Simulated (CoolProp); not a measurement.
R141b at 298.15 K and 6.97 MPa flows at 0.15 m/s in a round tube of 20 mm bore and 45 µm roughness, fully developed (64/Re and Nu = 3.66 if laminar; Colebrook and Gnielinski if turbulent). Each further row changes one setting.

Values from CoolProp's reference Helmholtz-energy equation of state, Lemmon 2006. It is a short technical equation, of lower accuracy than the large ones.

```
case              Reynolds number  Darcy friction factor  pressure drop (Pa/m)  heat-transfer coefficient (W/(m² K))  mass flow (kg/h)
----------------  ---------------  ---------------------  --------------------  ------------------------------------  ----------------
as stated                    8510                 0.0353                  24.8                                   304               212
velocity 0.3 m/s            17000                 0.0310                  87.0                                   592               423
diameter 40 mm              17000                 0.0291                  10.2                                   283               847
```

Viscosity comes from a separate model (Huber 2003), an estimate that may be off by 10 % or more. Thermal conductivity comes from a separate model (Huber 2003), an estimate that may be off by 10 % or more.
